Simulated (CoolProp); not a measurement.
Vapour-liquid equilibrium of acetone (1) + n-heptane (2) at 25.75 °C; x and y are mole fractions of (1).

Values from CoolProp's multi-fluid Helmholtz-energy mixture model, Lemmon 2006 and Span 2003; pair parameters Bell 2016.

```json
[
 {"x": "0.05", "bubble pressure (MPa)": "0.01310", "y at the bubble point": "0.536", "dew pressure at overall composition x (MPa)": "0.006644", "liquid density (mol/L)": "6.949"},
 {"x": "0.125", "bubble pressure (MPa)": "0.02029", "y at the bubble point": "0.717", "dew pressure at overall composition x (MPa)": "0.007192", "liquid density (mol/L)": "7.228"},
 {"x": "0.2", "bubble pressure (MPa)": "0.02483", "y at the bubble point": "0.780", "dew pressure at overall composition x (MPa)": "0.007840", "liquid density (mol/L)": "7.529"},
 {"x": "0.275", "bubble pressure (MPa)": "0.02757", "y at the bubble point": "?", "dew pressure at overall composition x (MPa)": "?", "liquid density (mol/L)": "7.856"},
 {"x": "0.35", "bubble pressure (MPa)": "?", "y at the bubble point": "0.825", "dew pressure at overall composition x (MPa)": "0.009556", "liquid density (mol/L)": "8.213"},
 {"x": "0.425", "bubble pressure (MPa)": "0.02998", "y at the bubble point": "0.834", "dew pressure at overall composition x (MPa)": "0.01073", "liquid density (mol/L)": "8.603"},
 {"x": "0.5", "bubble pressure (MPa)": "0.03045", "y at the bubble point": "?", "dew pressure at overall composition x (MPa)": "0.01222", "liquid density (mol/L)": "9.033"},
 {"x": "0.575", "bubble pressure (MPa)": "0.03075", "y at the bubble point": "0.844", "dew pressure at overall composition x (MPa)": "0.01419", "liquid density (mol/L)": "?"},
 {"x": "0.65", "bubble pressure (MPa)": "0.03102", "y at the bubble point": "0.849", "dew pressure at overall composition x (MPa)": "0.01689", "liquid density (mol/L)": "?"},
 {"x": "0.725", "bubble pressure (MPa)": "0.03133", "y at the bubble point": "0.856", "dew pressure at overall composition x (MPa)": "0.02078", "liquid density (mol/L)": "10.63"},
 {"x": "0.8", "bubble pressure (MPa)": "0.03170", "y at the bubble point": "0.870", "dew pressure at overall composition x (MPa)": "0.02665", "liquid density (mol/L)": "11.29"},
 {"x": "0.875", "bubble pressure (MPa)": "0.03204", "y at the bubble point": "0.896", "dew pressure at overall composition x (MPa)": "0.03179", "liquid density (mol/L)": "12.03"},
 {"x": "0.95", "bubble pressure (MPa)": "0.03210", "y at the bubble point": "0.945", "dew pressure at overall composition x (MPa)": "0.03208", "liquid density (mol/L)": "12.87"}
]
```

**Question.** Some entries are withheld; supply them.

**Answer.** 
- 0.275, y at the bubble point: 0.810
- 0.275, dew pressure at overall composition x (MPa): 0.008614
- 0.35, bubble pressure (MPa): 0.02913
- 0.5, y at the bubble point: 0.840
- 0.575, liquid density (mol/L): 9.509
- 0.65, liquid density (mol/L): 10.04

y crosses x between x = 0.875 and 0.95: the model has an azeotrope there.

Pair parameters are fitted to limited data, so mixtures are less certain than the pure fluids. With so large a gap from Raoult's law the liquid may split in two, which this calculation doesn't test in full.
